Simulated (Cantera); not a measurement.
Cantera run, input and output.

```python
import numpy as np
import cantera as ct

gas = ct.Solution("SiF4_NH3_mec.yaml", "gas")
gas.TPX = 1850, 101325, {'NH3': 1, 'H2': 2.9}
inlet = ct.Reservoir(gas, clone=True)

reactor = ct.IdealGasConstPressureReactor(gas, energy="off", clone=False)
exhaust = ct.Reservoir(gas, clone=True)
tau = [1.2, 0.74, 0.46, 0.28, 0.17, 0.11, 0.065, 0.04, 0.025, 0.015, 0.0093][0]
for a, b in ((inlet, reactor), (reactor, exhaust)):
    ct.MassFlowController(a, b, mdot=lambda t: reactor.mass / tau)
net = ct.ReactorNet([reactor])
show = ['NH3', 'H2', 'N', 'H', 'N2H2', 'N2H4', 'NH']

rows = []
print(f"{'tau/s':>10s}{'T/K':>9s}" + "".join(f"{s:>11s}" for s in show))
for tau in [1.2, 0.74, 0.46, 0.28, 0.17, 0.11, 0.065, 0.04, 0.025, 0.015, 0.0093]:
    net.initial_time = 0.0
    net.advance(30 * tau)
    before = gas.X
    net.advance(40 * tau)
    drift = np.max(np.abs(gas.X - before) / (gas.X + 1e-9))
    rows.append([gas.T, *gas[show].X, drift])
    print(f"{tau:10.3e}{gas.T:9.1f}" + "".join(f"{x:11.3e}" for x in gas[show].X))
```

Output:

```
     tau/s      T/K        NH3         H2          N          H       N2H2       N2H4         NH
 1.200e+00   1850.0  6.859e-02  8.563e-01  1.027e-07  3.590e-04  6.587e-08  1.088e-08  1.424e-06
 7.400e-01   1850.0  8.901e-02  8.440e-01  1.121e-07  3.345e-04  9.717e-08  1.639e-08  1.649e-06
 4.600e-01   1850.0  1.127e-01  8.298e-01  1.197e-07  3.114e-04  1.371e-07  2.354e-08  1.866e-06
 2.800e-01   1850.0  1.398e-01  8.135e-01  1.258e-07  2.894e-04  1.869e-07  3.256e-08  2.076e-06
 1.700e-01   1850.0  1.671e-01  7.970e-01  1.300e-07  2.707e-04  2.408e-07  4.238e-08  2.255e-06
 1.100e-01   1850.0  1.888e-01  7.839e-01  1.324e-07  2.575e-04  2.859e-07  5.064e-08  2.380e-06
 6.500e-02   1850.0  2.106e-01  7.708e-01  1.339e-07  2.455e-04  3.327e-07  5.920e-08  2.490e-06
 4.000e-02   1850.0  2.257e-01  7.617e-01  1.343e-07  2.375e-04  3.654e-07  6.519e-08  2.555e-06
 2.500e-02   1850.0  2.361e-01  7.555e-01  1.338e-07  2.319e-04  3.869e-07  6.919e-08  2.589e-06
 1.500e-02   1850.0  2.438e-01  7.508e-01  1.323e-07  2.273e-04  4.000e-07  7.172e-08  2.598e-06
 9.300e-03   1850.0  2.485e-01  7.480e-01  1.297e-07  2.236e-04  4.034e-07  7.259e-08  2.580e-06
```

Computed with Cantera and the gas-phase N/H chemistry of the illustrative SiF4/NH3 mechanism in the Surface Chemkin manual (1991). Walls and surfaces, which speed up NH3 decomposition in real reactors, are not modelled.
